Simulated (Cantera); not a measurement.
Cantera with NASA thermochemical tables; ideal gases at 1 bar, condensed phases pure. Values are per mole of reaction as written; species without (g) are pure solids or liquids, kept so even where they would boil at 1 bar.

2 Ta2O5 + H2(g) ⇌ 4 TaO2(g) + 2 OH(g)

```json
[
 {"T (K)": "948", "ΔH° (kJ)": "3309.0", "ΔS° (J/K)": "972.6", "ΔG° (kJ)": "2386.9", "log10 K": "-131.52"},
 {"T (K)": "998", "ΔH° (kJ)": "3303.5", "ΔS° (J/K)": "967.0", "ΔG° (kJ)": "2338.4", "log10 K": "-122.39"},
 {"T (K)": "1048", "ΔH° (kJ)": "3297.9", "ΔS° (J/K)": "961.5", "ΔG° (kJ)": "2290.2", "log10 K": "-114.15"},
 {"T (K)": "1098", "ΔH° (kJ)": "3292.2", "ΔS° (J/K)": "956.2", "ΔG° (kJ)": "2242.3", "log10 K": "-106.67"},
 {"T (K)": "1148", "ΔH° (kJ)": "…", "ΔS° (J/K)": "…", "ΔG° (kJ)": "…", "log10 K": "…"},
 {"T (K)": "1198", "ΔH° (kJ)": "…", "ΔS° (J/K)": "…", "ΔG° (kJ)": "…", "log10 K": "…"},
 {"T (K)": "1248", "ΔH° (kJ)": "3274.8", "ΔS° (J/K)": "941.4", "ΔG° (kJ)": "2100.0", "log10 K": "-87.89"},
 {"T (K)": "1298", "ΔH° (kJ)": "3268.9", "ΔS° (J/K)": "936.8", "ΔG° (kJ)": "2053.0", "log10 K": "-82.62"},
 {"T (K)": "1348", "ΔH° (kJ)": "3263.0", "ΔS° (J/K)": "932.2", "ΔG° (kJ)": "2006.3", "log10 K": "-77.74"}
]
```

Question: What belongs in the gaps?

Answer: 
- 1148, ΔH° (kJ): 3286.5
- 1148, ΔS° (J/K): 951.1
- 1148, ΔG° (kJ): 2194.6
- 1148, log10 K: -99.85
- 1198, ΔH° (kJ): 3280.7
- 1198, ΔS° (J/K): 946.2
- 1198, ΔG° (kJ): 2147.2
- 1198, log10 K: -93.62
